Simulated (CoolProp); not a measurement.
Saturated liquid density (kg/m³) of dimethyl carbonate: the reference equation beside estimates from Tc = 283.9 °C, pc = 49.09 bar, ω = 0.346.

The numbers come from the reference Helmholtz-energy equation of state, Zhou 2011 in CoolProp.

```json
[
 {"T (°C)": "169.05", "reference": "850.8", "Redlich-Kwong": "701.8", "Soave-Redlich-Kwong": "748.7", "Peng-Robinson": "849.6"},
 {"T (°C)": "171.15", "reference": "847.2", "Redlich-Kwong": "697.8", "Soave-Redlich-Kwong": "744.7", "Peng-Robinson": "845.1"},
 {"T (°C)": "173.25", "reference": "…", "Redlich-Kwong": "…", "Soave-Redlich-Kwong": "…", "Peng-Robinson": "840.5"},
 {"T (°C)": "175.45", "reference": "839.6", "Redlich-Kwong": "…", "Soave-Redlich-Kwong": "736.3", "Peng-Robinson": "835.7"},
 {"T (°C)": "177.55", "reference": "835.8", "Redlich-Kwong": "685.4", "Soave-Redlich-Kwong": "732.1", "Peng-Robinson": "831.0"},
 {"T (°C)": "179.65", "reference": "832.0", "Redlich-Kwong": "681.3", "Soave-Redlich-Kwong": "727.9", "Peng-Robinson": "826.2"},
 {"T (°C)": "181.85", "reference": "828.0", "Redlich-Kwong": "676.8", "Soave-Redlich-Kwong": "723.4", "Peng-Robinson": "821.1"},
 {"T (°C)": "183.95", "reference": "824.2", "Redlich-Kwong": "672.6", "Soave-Redlich-Kwong": "719.0", "Peng-Robinson": "816.2"},
 {"T (°C)": "186.05", "reference": "820.3", "Redlich-Kwong": "…", "Soave-Redlich-Kwong": "714.6", "Peng-Robinson": "811.2"},
 {"T (°C)": "188.25", "reference": "816.2", "Redlich-Kwong": "663.7", "Soave-Redlich-Kwong": "709.9", "Peng-Robinson": "805.9"},
 {"T (°C)": "190.35", "reference": "812.2", "Redlich-Kwong": "…", "Soave-Redlich-Kwong": "705.4", "Peng-Robinson": "…"},
 {"T (°C)": "192.45", "reference": "808.2", "Redlich-Kwong": "654.9", "Soave-Redlich-Kwong": "700.7", "Peng-Robinson": "795.5"},
 {"T (°C)": "194.55", "reference": "804.1", "Redlich-Kwong": "650.4", "Soave-Redlich-Kwong": "696.1", "Peng-Robinson": "790.1"}
]
```

Question: Complete the blanks.

Answer: 
- 173.25, reference: 843.5
- 173.25, Redlich-Kwong: 693.8
- 173.25, Soave-Redlich-Kwong: 740.7
- 175.45, Redlich-Kwong: 689.5
- 186.05, Redlich-Kwong: 668.3
- 190.35, Redlich-Kwong: 659.3
- 190.35, Peng-Robinson: 800.7

Absolute difference from the reference over all 13 rows, mean and median: Redlich-Kwong 18.3 and 18.3 %, Soave-Redlich-Kwong 12.7 and 12.6 %, Peng-Robinson 0.9 and 0.8 %.
